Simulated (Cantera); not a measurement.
Cantera run:

```python
import numpy as np
import cantera as ct

gas_names = [...]  # 110 gases of nasa_gas.yaml made of C, H, O
cond_names = """
    C(gr) C6H6(L) C7H8(L) C8H18(L),n-octa H2O(s) H2O(L)
""".split()


# ... load() reads the species with a 1 bar reference pressure and builds the phases ...
atoms = {
    'CH3OH': {'C': 1, 'H': 4, 'O': 1},
    'CO2': {'C': 1, 'O': 2},
    'H2': {'H': 2},
}
top_T = {'C(gr)': 4500}  # K; cautious upper limits of use, not melting points


# ... equilibrate(T, P, feed) seeds the gas with the atoms and calls Mixture.equilibrate('TP', solver="vcs", rtol=1e-11, max_steps=5000) ...
results = []
T = 2950  # K
P = 100000  # Pa
for m in [0.061, 0.22, 0.38, 0.54, 0.69, 0.85, 1, 1.2, 1.3, 1.5, 1.6, 1.8]:
    feed = {'CH3OH': 1, 'CO2': m, 'H2': 24}  # mol
    mix = equilibrate(T, P, feed)
    results.append((T, P, feed, dict(zip(mix.species_names, mix.species_moles))))
    x = sorted(zip(gas.X, gas.species_names), reverse=True)
    print(f"T = {T:g} K  P = {P:g} Pa  n(CO2) = {m:g} mol  gas = {mix.phase_moles(0):.4g} mol")
    print("   x: " + "  ".join(f"{s} {v:.3e}" for v, s in x if v > 0.001))
    print("   condensed (mol): " + ("  ".join(f"{mix.phase(i).name} {mix.phase_moles(i):.4g}"
          for i in range(1, mix.n_phases) if mix.phase_moles(i) > 1e-12) or "none"))
```

Result:

```
T = 2950 K  P = 100000 Pa  n(CO2) = 0.061 mol  gas = 28.85 mol
   x: H2 8.375e-01  H 1.236e-01  CO 3.677e-02  H2O 2.000e-03
   condensed (mol): none
T = 2950 K  P = 100000 Pa  n(CO2) = 0.22 mol  gas = 29.01 mol
   x: H2 8.275e-01  H 1.229e-01  CO 4.201e-02  H2O 7.163e-03
   condensed (mol): none
T = 2950 K  P = 100000 Pa  n(CO2) = 0.38 mol  gas = 29.17 mol
   x: H2 8.176e-01  H 1.221e-01  CO 4.721e-02  H2O 1.229e-02
   condensed (mol): none
T = 2950 K  P = 100000 Pa  n(CO2) = 0.54 mol  gas = 29.34 mol
   x: H2 8.078e-01  H 1.214e-01  CO 5.234e-02  H2O 1.734e-02
   condensed (mol): none
T = 2950 K  P = 100000 Pa  n(CO2) = 0.69 mol  gas = 29.49 mol
   x: H2 7.988e-01  H 1.207e-01  CO 5.709e-02  H2O 2.202e-02  OH 1.063e-03
   condensed (mol): none
T = 2950 K  P = 100000 Pa  n(CO2) = 0.85 mol  gas = 29.65 mol
   x: H2 7.892e-01  H 1.200e-01  CO 6.210e-02  H2O 2.694e-02  OH 1.308e-03
   condensed (mol): none
T = 2950 K  P = 100000 Pa  n(CO2) = 1 mol  gas = 29.81 mol
   x: H2 7.804e-01  H 1.193e-01  CO 6.673e-02  H2O 3.149e-02  OH 1.538e-03
   condensed (mol): none
T = 2950 K  P = 100000 Pa  n(CO2) = 1.2 mol  gas = 30.01 mol
   x: H2 7.688e-01  H 1.184e-01  CO 7.282e-02  H2O 3.747e-02  OH 1.843e-03
   condensed (mol): none
T = 2950 K  P = 100000 Pa  n(CO2) = 1.3 mol  gas = 30.11 mol
   x: H2 7.630e-01  H 1.180e-01  CO 7.583e-02  H2O 4.043e-02  OH 1.996e-03
   condensed (mol): none
T = 2950 K  P = 100000 Pa  n(CO2) = 1.5 mol  gas = 30.32 mol
   x: H2 7.516e-01  H 1.171e-01  CO 8.177e-02  H2O 4.626e-02  OH 2.301e-03
   condensed (mol): none
T = 2950 K  P = 100000 Pa  n(CO2) = 1.6 mol  gas = 30.42 mol
   x: H2 7.460e-01  H 1.167e-01  CO 8.471e-02  H2O 4.913e-02  OH 2.453e-03
   condensed (mol): none
T = 2950 K  P = 100000 Pa  n(CO2) = 1.8 mol  gas = 30.62 mol
   x: H2 7.349e-01  H 1.158e-01  CO 9.051e-02  H2O 5.481e-02  OH 2.758e-03
   condensed (mol): none
```

Equilibrium computed with Cantera from the NASA thermochemical tables; the gas is ideal and each condensed phase is pure.
